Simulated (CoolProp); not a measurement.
Saturation properties of cyclopentane (Tc = 238.6 °C, pc = 45.83 bar, ω = 0.202).

The numbers come from the reference Helmholtz-energy equation of state, Gedanitz 2015 in CoolProp.

```tsv
T (°C)	p (bar)	liquid density (kg/m³)	vapour density (kg/m³)	enthalpy of vaporisation (kJ/kg)	surface tension (mN/m)	liquid conductivity (mW/(m K))
0.25	0.1440	764.4	0.4480	423.3	25.4	136
10.55	0.2317	754.5	0.6971	416.5	23.9	132
20.75	0.3572	744.6	1.042	409.6	22.5	128
31.05	0.5344	734.4	1.515	402.5	21.0	124
41.35	0.7757	724.0	2.142	395.1	19.6	121
51.55	1.092	713.4	2.946	387.6	18.2	117
61.85	1.506	702.5	3.978	379.7	16.8	113
72.15	2.032	691.4	5.270	371.5	15.5	109
82.45	2.690	679.9	6.864	363.0	14.1	106
92.65	3.489	668.1	8.789	354.1	12.9	102
102.95	4.465	655.9	11.14	344.6	11.6	99.0
```

It boils at 49.2 °C under 1 atm.

Thermal conductivity comes from a separate model (Vassiliou 2015). Surface tension comes from a separate correlation (Mulero 2014).
